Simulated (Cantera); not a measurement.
Input: 1 mol Si₂H₆, 0.011 mol Cl₂, 5.4 mol H₂, equilibrated at 1750 K and 0.00210 bar.

These are equilibrium values from Cantera (NASA tables, ideal gas, pure condensed phases), not measurements of a reactor. Candidate condensed phases: Si; 19 gas species. The feed counts by its element totals alone. Gases not in the tables: Si₂H₆ and higher silanes. Kinetics and transport are ignored.

Base state: H₂ 0.992, H 0.00505, HCl 0.00254, Si 0.000715, SiH 4.32e-5, SiCl₂ 2.17e-5, SiH₂ 2.07e-5, Cl 1.00e-5 (mole fractions); condensed: Si(l).

**Question.** What changes in the equilibrium state with this change: pressure from 0.00210 bar to 1.00 bar?

**Answer.** 
| species | before | after |
|---|---|---|
| H₂ | 0.992 | 0.997 |
| HCl | 0.00254 | 0.00257 |
| H | 0.00505 | 0.000232 |
| Si | 0.000715 | 1.50e-6 |
| SiCl₂ | 2.17e-5 | 2.20e-5 |
| SiH | 4.32e-5 | 1.98e-6 |
| Cl | 1.00e-5 | 4.62e-7 |
| SiH₂ | 2.07e-5 | 2.08e-5 |
| Si(l), mol | 1.99 | 2.00 |
